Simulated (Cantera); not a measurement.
**Si + HCl (silicon etching in halogen gases)**

A closed system holds: 1 mol Si, a varied amount of HCl, at 975 K and 0.100 bar.

Cantera equilibrium calculation (NASA polynomials, part measured and part estimated; ideal gas, pure solids and liquids). Candidate condensed phases: Si; 19 gas species. The tables' values for SiCl3 are old estimates; treat these amounts as uncertain. Equilibrium is a limit: real reactors are often held back by kinetics, nucleation or transport.

| n(HCl) (mol) | x HCl | x H2 | x SiCl4 | x SiHCl3 | x SiCl3 | x SiH2Cl2 | x SiCl2 | x SiH3Cl | n Si(s) |
|---|---|---|---|---|---|---|---|---|---|
| 2.1 | 0.0179 | 0.634 | 0.286 | 0.0578 | 0.00287 | 0.00122 | 0.000817 | 6.55e-6 | 0.457 |
| 2.6 | 0.0179 | 0.634 | 0.286 | 0.0578 | 0.00287 | 0.00122 | 0.000817 | 6.55e-6 | 0.327 |
| 3.3 | 0.0179 | 0.634 | 0.286 | 0.0578 | 0.00287 | 0.00122 | 0.000817 | 6.55e-6 | 0.146 |
| 4.2 | 0.0769 | 0.611 | 0.298 | 0.0135 | 0.000685 | 6.43e-5 | 4.46e-5 | 7.72e-8 | 0 |
| 5.4 | 0.320 | 0.453 | 0.225 | 0.00182 | 0.000107 | 1.54e-6 | 1.44e-6 | 3.30e-10 | 0 |
| 6.8 | 0.483 | 0.344 | 0.172 | 0.000698 | 4.71e-5 | 2.98e-7 | 3.66e-7 | 3.20e-11 | 0 |
| 8.7 | 0.611 | 0.259 | 0.130 | 0.000315 | 2.44e-5 | 8.00e-8 | 1.30e-7 | 5.14e-12 | 0 |
| 11 | 0.700 | 0.200 | 0.0998 | 0.000163 | 1.44e-5 | 2.78e-8 | 5.89e-8 | 1.20e-12 | 0 |
| 14 | 0.769 | 0.154 | 0.0768 | 8.78e-5 | 8.86e-6 | 1.05e-8 | 2.89e-8 | <1e-12 | 0 |
| 18 | 0.824 | 0.118 | 0.0588 | 4.80e-5 | 5.53e-6 | 4.10e-9 | 1.48e-8 | <1e-12 | 0 |
x: gas mole fraction; n: condensed amount in mol.

From 2.1 mol HCl to 3.3 mol HCl the condensed part is Si(s). From 4.2 mol HCl to 18 mol HCl nothing is condensed. The main Si-bearing gas is SiCl4 throughout.
